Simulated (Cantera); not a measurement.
Mixture: CH4 : O2 : N2 : CO2 = 1 : 3.57 : 13.4 : 3 (molar parts), equivalence ratio 0.56, at 500000 Pa, adiabatic and at constant volume. Ignition delay is the time to a rise of 400 K.

Detailed kinetics in Cantera: GRI-Mech 3.0 (53 species, 325 reactions).

What does this change do: 0.4 parts H2 added?


| quantity | before | after |
|---|---|---|
| delay at 1125 K | 24.1 ms | 1.94 ms |
| delay at 1175 K | 12.3 ms | 1.06 ms |
| delay at 1225 K | 6.49 ms | 0.658 ms |
| delay at 1275 K | 3.54 ms | 0.432 ms |
| delay at 1325 K | 1.99 ms | 0.293 ms |
| delay at 1375 K | 1.15 ms | 0.203 ms |
| apparent activation energy between 1275 and 1375 K | 160 kJ/mol | 110 kJ/mol |

What does this change do: 0.13 parts C2H6 added?


```json
[
 {"quantity": "delay at 1125 K", "before": "24.1 ms", "after": "4.37 ms"},
 {"quantity": "delay at 1175 K", "before": "12.3 ms", "after": "2.08 ms"},
 {"quantity": "delay at 1225 K", "before": "6.49 ms", "after": "1.09 ms"},
 {"quantity": "delay at 1275 K", "before": "3.54 ms", "after": "0.615 ms"},
 {"quantity": "delay at 1325 K", "before": "1.99 ms", "after": "0.368 ms"},
 {"quantity": "delay at 1375 K", "before": "1.15 ms", "after": "0.230 ms"},
 {"quantity": "apparent activation energy between 1275 and 1375 K", "before": "160 kJ/mol", "after": "140 kJ/mol"}
]
```
